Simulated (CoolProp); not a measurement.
Model: reference Helmholtz-energy equation of state, Lemmon 2006, in CoolProp. It is a short technical equation, of lower accuracy than the large ones.

### Question
For R141b, give the phase and the Joule-Thomson coefficient (K/MPa), viscosity (µPa s), Prandtl number at 482.5 K and 2.11 MPa.

### Answer
- 482.5 K and 2.11 MPa: gas; Joule-Thomson coefficient 11.4, viscosity 15.6, Prandtl number 0.607

Viscosity comes from a separate model (Huber 2003), an estimate that may be off by 10 % or more. Thermal conductivity comes from a separate model (Huber 2003), an estimate that may be off by 10 % or more.
